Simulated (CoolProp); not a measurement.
Saturation properties of the fluoroketone C6F12O (FK-5-1-12).

Model: reference Helmholtz-energy equation of state, McLinden 2015, in CoolProp.

```
T (K)  p (bar)  liquid density (kg/m³)  vapour density (kg/m³)  liquid cp (kJ/(kg K))
-----  -------  ----------------------  ----------------------  ---------------------
294.2   0.3412                    1614                   4.543                  1.100
303.5   0.5036                    1586                   6.565                  1.106
312.8   0.7223                    1557                   9.247                  1.113
322.1    1.010                    1527                   12.73                  1.122
331.4    1.379                    1496                   17.20                  1.131
340.7    1.846                    1464                   22.85                  1.143
349.9    2.419                    1431                   29.83                  1.156
359.2    3.128                    1396                   38.60                  1.171
368.5    3.984                    1358                   49.47                  1.188
377.8    5.007                    1319                   62.94                  1.210
387.1    6.217                    1276                   79.68                  1.236
396.4    7.639                    1229                   100.7                  1.269
405.7    9.296                    1176                   127.6                  1.316
415      11.22                    1115                   163.1                  1.388
424.3    13.45                    1041                   213.0                  1.524
```

It boils at 322.2 K under 1 atm.
